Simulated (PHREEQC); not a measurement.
0.01 mol of Zn(OH)2-a (Zn(OH)2) is brought to equilibrium with 1 kg of water holding 1 mmol/kgw NaCl, at 25 °C, the pH being set by adding NaOH or HCl. Oxygen is held at 0.21 atm. No CO2 enters from the air. Names ending in (a), (am) or -a are amorphous solids. The run lets Zn(OH)2-a, Zn5(OH)8Cl2 precipitate or redissolve, and no other solid.

Computed with PHREEQC (ion-association model, wateq4f.dat).

### Question
Predict dissolved Zn (mol/kgw), Zn+2 (mol/kgw) at pH = 9.33, 10.25, 11.17, 12.08, 13.

### Answer
| pH | dissolved Zn (mol/kgw) | Zn+2 (mol/kgw) |
|---|---|---|
| 9.33 | 3.80e-5 | 7.10e-7 |
| 10.25 | 3.77e-5 | 1.04e-8 |
| 11.17 | 5.35e-5 | 1.60e-10 |
| 12.08 | 0.000230 | 3.10e-12 |
| 13 | 0.00685 | 8.07e-14 |
